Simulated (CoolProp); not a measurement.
R152A along the isobar 19.7 MPa: density (kg/m³) from the reference equation and from simpler models built on Tc = 386.4 K, pc = 4.517 MPa, ω = 0.275; each cubic takes its own stable root.

Model: reference Helmholtz-energy equation of state, Outcalt 1996, in CoolProp. It is a modified Benedict-Webb-Rubin equation, recast in Helmholtz form.

| T (K) | phase | reference | Soave-Redlich-Kwong | Peng-Robinson |
|---|---|---|---|---|
| 219 | liquid | 1097 | 913.4 | 1025 |
| 241.1 | liquid | 1058 | 886.8 | 996.2 |
| 263.2 | liquid | 1019 | 857.6 | 963.9 |
| 285.4 | liquid | 977.8 | … | 928.0 |
| 307.5 | liquid | 935.7 | 790.6 | … |
| 329.6 | liquid | 891.8 | 752.5 | 844.7 |
| 351.7 | liquid | 845.4 | 710.9 | … |
| 373.8 | liquid | 796.0 | 666.1 | … |

Q: Complete the blanks.

A: 
- 285.4, Soave-Redlich-Kwong: 825.6
- 307.5, Peng-Robinson: 888.5
- 351.7, Peng-Robinson: 796.4
- 373.8, Peng-Robinson: 743.7
